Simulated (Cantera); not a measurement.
Input (Python, Cantera):

```python
import numpy as np
import cantera as ct

gas = ct.Solution("gri30.yaml")
gas.TPX = 675, 101325, {'CH4': 1, 'CO': 0.98, 'O2': 1.46, 'N2': 5.51, 'H2O': 0.0096}
inlet = ct.Reservoir(gas, clone=True)
gas.equilibrate("HP")  # start burning
reactor = ct.IdealGasConstPressureReactor(gas, energy="on", clone=False)
exhaust = ct.Reservoir(gas, clone=True)
tau = [0.021, 0.011, 0.0059, 0.0031, 0.0016, 0.00087, 0.00046, 0.00024, 0.00013, 6.7e-05][0]
for a, b in ((inlet, reactor), (reactor, exhaust)):
    ct.MassFlowController(a, b, mdot=lambda t: reactor.mass / tau)
net = ct.ReactorNet([reactor])
show = ['CH4', 'CO', 'O2', 'CH2', 'N2O', 'NO']

rows = []
print(f"{'tau/s':>10s}{'T/K':>9s}" + "".join(f"{s:>11s}" for s in show))
for tau in [0.021, 0.011, 0.0059, 0.0031, 0.0016, 0.00087, 0.00046, 0.00024, 0.00013, 6.7e-05]:
    net.initial_time = 0.0
    net.advance(30 * tau)
    before = gas.X
    net.advance(40 * tau)
    drift = np.max(np.abs(gas.X - before) / (gas.X + 1e-9))
    rows.append([gas.T, *gas[show].X, drift])
    print(f"{tau:10.3e}{gas.T:9.1f}" + "".join(f"{x:11.3e}" for x in gas[show].X))
```

Output:

```
     tau/s      T/K        CH4         CO         O2        CH2        N2O         NO
 2.100e-02   2123.1  1.201e-04  1.473e-01  1.862e-04  2.481e-06  2.689e-08  2.310e-04
 1.100e-02   2118.2  1.614e-04  1.472e-01  2.984e-04  4.072e-06  3.806e-08  2.393e-04
 5.900e-03   2112.4  2.214e-04  1.471e-01  4.752e-04  6.505e-06  5.190e-08  2.398e-04
 3.100e-03   2105.2  3.214e-04  1.470e-01  7.826e-04  1.049e-05  6.840e-08  2.310e-04
 1.600e-03   2095.4  4.950e-04  1.471e-01  1.338e-03  1.699e-05  8.251e-08  2.090e-04
 8.700e-04   2082.4  7.635e-04  1.474e-01  2.242e-03  2.597e-05  8.400e-08  1.753e-04
 4.600e-04   2060.4  1.249e-03  1.483e-01  3.966e-03  3.907e-05  6.811e-08  1.284e-04
 2.400e-04   2017.5  2.277e-03  1.505e-01  7.680e-03  5.572e-05  4.052e-08  7.400e-05
 1.300e-04    675.0  1.116e-01  1.094e-01  1.630e-01  2.785e-28  2.329e-22 -5.557e-19
 6.700e-05    675.0  1.116e-01  1.094e-01  1.630e-01  1.178e-28  6.900e-22 -3.253e-22
```

Detailed kinetics in Cantera: GRI-Mech 3.0 (53 species, 325 reactions).
